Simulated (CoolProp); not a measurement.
Computed with CoolProp (reference Helmholtz-energy equation of state, Zhou 2014).

**Question.** For cyclohexane, give the phase and the speed of sound (m/s), Joule-Thomson coefficient (K/MPa), isothermal compressibility (1/MPa), expansivity (1/kK) at 353.2 K and 0.204 MPa; 353.2 K and 6.45 MPa.

**Answer.** 
- 353.2 K and 0.204 MPa: liquid; speed of sound 998, Joule-Thomson coefficient -0.327, isothermal compressibility 0.00185, expansivity 1.41
- 353.2 K and 6.45 MPa: liquid; speed of sound 1050, Joule-Thomson coefficient -0.350, isothermal compressibility 0.00165, expansivity 1.31
